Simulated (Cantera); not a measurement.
Charge: 1 mol SiH2Cl2, 15 mol N2, equilibrated at 798 K and 13300 Pa.

These are equilibrium values from Cantera (NASA tables, ideal gas, pure condensed phases), not measurements of a reactor. Candidate condensed phases: NH4Cl, Si, Si3N4; 28 gas species. N2 is the only nitrogen source here; it is nearly inert below about 1500 K, so the nitride shown seldom forms there in practice. Equilibrium is a limit: real reactors are often held back by kinetics, nucleation or transport.

Base state: N2 0.891, HCl 0.0682, H2 0.0274, SiCl4 0.0137 (mole fractions); condensed: Si3N4(s).

Question: What changes in the equilibrium state with this change: SiH2Cl2 replaced by SiF4?

Answer: 
| species | before | after |
|---|---|---|
| N2 | 0.891 | 0.938 |
| SiF4 | 0 | 0.0625 |
| HCl | 0.0682 | 0 |
| H2 | 0.0274 | 0 |
| SiCl4 | 0.0137 | 0 |
| Si3N4(s), mol | 0.259 | 0 |
